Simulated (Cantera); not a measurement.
Cantera run:

```python
import numpy as np
import cantera as ct

gas_names = [...]  # 136 gases of nasa_gas.yaml made of C, H, N, O
cond_names = """
    C(gr) C6H6(L) C7H8(L) C8H18(L),n-octa H2O(s) H2O(L)
""".split()


# ... load() reads the species with a 1 bar reference pressure and builds the phases ...
atoms = {
    'C2H5OH': {'C': 2, 'H': 6, 'O': 1},
    'NH3': {'N': 1, 'H': 3},
    'H2': {'H': 2},
    'O2': {'O': 2},
}
top_T = {'C(gr)': 4500}  # K; cautious upper limits of use, not melting points


# ... equilibrate(T, P, feed) seeds the gas with the atoms and calls Mixture.equilibrate('TP', solver="gibbs", rtol=1e-10, max_steps=50000) ...
results = []
P = 7500  # Pa
for T in [648, 673, 698, 723, 748, 773, 798, 823, 848, 873, 898, 923, 948]:
    for m in [0.13, 0.16, 0.2, 0.25, 0.31, 0.38, 0.48, 0.59, 0.74, 0.92, 1.1, 1.4, 1.8]:
        feed = {'C2H5OH': 1, 'NH3': 0.39, 'H2': 3.8, 'O2': m}  # mol
        mix = equilibrate(T, P, feed)
        results.append((T, P, feed, dict(zip(mix.species_names, mix.species_moles))))

for T, P, feed, n in results:
    print(f"{T:7g} {feed['O2']:10.4g}  " + (" + ".join(c for c in cond_names if n.get(c, 0) > 1e-12) or "gas only"))
```

Output:

```
    648       0.13  gas only
    648       0.16  gas only
    648        0.2  gas only
    648       0.25  gas only
    648       0.31  gas only
    648       0.38  gas only
    648       0.48  gas only
    648       0.59  C(gr)
    648       0.74  C(gr)
    648       0.92  gas only
    648        1.1  gas only
    648        1.4  gas only
    648        1.8  gas only
    673       0.13  C(gr)
    673       0.16  C(gr)
    673        0.2  C(gr)
    673       0.25  C(gr)
    673       0.31  C(gr)
    673       0.38  C(gr)
    673       0.48  C(gr)
    673       0.59  C(gr)
    673       0.74  C(gr)
    673       0.92  C(gr)
    673        1.1  C(gr)
    673        1.4  gas only
    673        1.8  gas only
    698       0.13  C(gr)
    698       0.16  C(gr)
    698        0.2  C(gr)
    698       0.25  C(gr)
    698       0.31  C(gr)
    698       0.38  C(gr)
    698       0.48  C(gr)
    698       0.59  C(gr)
    698       0.74  C(gr)
    698       0.92  C(gr)
    698        1.1  C(gr)
    698        1.4  C(gr)
    698        1.8  gas only
    723       0.13  C(gr)
    723       0.16  C(gr)
    723        0.2  C(gr)
    723       0.25  C(gr)
    723       0.31  C(gr)
    723       0.38  C(gr)
    723       0.48  C(gr)
    723       0.59  C(gr)
    723       0.74  C(gr)
    723       0.92  C(gr)
    723        1.1  C(gr)
    723        1.4  C(gr)
    723        1.8  gas only
    748       0.13  C(gr)
    748       0.16  C(gr)
    748        0.2  C(gr)
    748       0.25  C(gr)
    748       0.31  C(gr)
    748       0.38  C(gr)
    748       0.48  C(gr)
    748       0.59  C(gr)
    748       0.74  C(gr)
    748       0.92  C(gr)
    748        1.1  C(gr)
    748        1.4  C(gr)
    748        1.8  gas only
    773       0.13  C(gr)
    773       0.16  C(gr)
    773        0.2  C(gr)
    773       0.25  C(gr)
    773       0.31  C(gr)
    773       0.38  C(gr)
    773       0.48  C(gr)
    773       0.59  C(gr)
    773       0.74  C(gr)
    773       0.92  C(gr)
    773        1.1  C(gr)
    773        1.4  gas only
    773        1.8  gas only
    798       0.13  C(gr)
    798       0.16  C(gr)
    798        0.2  C(gr)
    798       0.25  C(gr)
    798       0.31  C(gr)
    798       0.38  C(gr)
    798       0.48  C(gr)
    798       0.59  C(gr)
    798       0.74  C(gr)
    798       0.92  C(gr)
    798        1.1  C(gr)
    798        1.4  gas only
    798        1.8  gas only
    823       0.13  C(gr)
    823       0.16  C(gr)
    823        0.2  C(gr)
    823       0.25  C(gr)
    823       0.31  C(gr)
    823       0.38  C(gr)
    823       0.48  C(gr)
    823       0.59  C(gr)
    823       0.74  C(gr)
    823       0.92  C(gr)
    823        1.1  gas only
    823        1.4  gas only
    823        1.8  gas only
    848       0.13  C(gr)
    848       0.16  C(gr)
    848        0.2  C(gr)
    848       0.25  C(gr)
    848       0.31  C(gr)
    848       0.38  C(gr)
    848       0.48  C(gr)
    848       0.59  C(gr)
    848       0.74  C(gr)
    848       0.92  gas only
    848        1.1  gas only
    848        1.4  gas only
    848        1.8  gas only
    873       0.13  C(gr)
    873       0.16  C(gr)
    873        0.2  C(gr)
    873       0.25  C(gr)
    873       0.31  C(gr)
    873       0.38  C(gr)
    873       0.48  C(gr)
    873       0.59  C(gr)
    873       0.74  gas only
    873       0.92  gas only
    873        1.1  gas only
    873        1.4  gas only
    873        1.8  gas only
    898       0.13  C(gr)
    898       0.16  C(gr)
    898        0.2  C(gr)
    898       0.25  C(gr)
    898       0.31  C(gr)
    898       0.38  C(gr)
    898       0.48  C(gr)
    898       0.59  C(gr)
    898       0.74  gas only
    898       0.92  gas only
    898        1.1  gas only
    898        1.4  gas only
    898        1.8  gas only
    923       0.13  C(gr)
    923       0.16  C(gr)
    923        0.2  C(gr)
    923       0.25  C(gr)
    923       0.31  C(gr)
    923       0.38  C(gr)
    923       0.48  C(gr)
    923       0.59  gas only
    923       0.74  gas only
    923       0.92  gas only
    923        1.1  gas only
    923        1.4  gas only
    923        1.8  gas only
    948       0.13  C(gr)
    948       0.16  C(gr)
    948        0.2  C(gr)
    948       0.25  C(gr)
    948       0.31  C(gr)
    948       0.38  C(gr)
    948       0.48  C(gr)
    948       0.59  gas only
    948       0.74  gas only
    948       0.92  gas only
    948        1.1  gas only
    948        1.4  gas only
    948        1.8  gas only
```

Cantera equilibrium calculation (NASA polynomials, part measured and part estimated; ideal gas, pure solids and liquids).
